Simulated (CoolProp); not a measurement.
The fluid at 565.23 K and 0.329 MPa is throttled through a valve to 0.118 MPa with no heat exchange. The same conditions are run with several fluids, on thermodynamics alone (safety and materials aside).

Model: reference Helmholtz-energy equation of state of each fluid (propylene glycol: Eisenbach 2021; cyclohexane: Zhou 2014; hexamethyldisiloxane (MM): Thol 2016; decamethyltetrasiloxane (MD2M): Thol 2017), in CoolProp.

| fluid | temperature change (K) | final density (kg/m³) |
|---|---|---|
| propylene glycol | -1.7 | 1.94 |
| cyclohexane | -1.2 | 2.14 |
| hexamethyldisiloxane (MM) | -1.5 | 4.16 |
| decamethyltetrasiloxane (MD2M) | -2.4 | 8.19 |
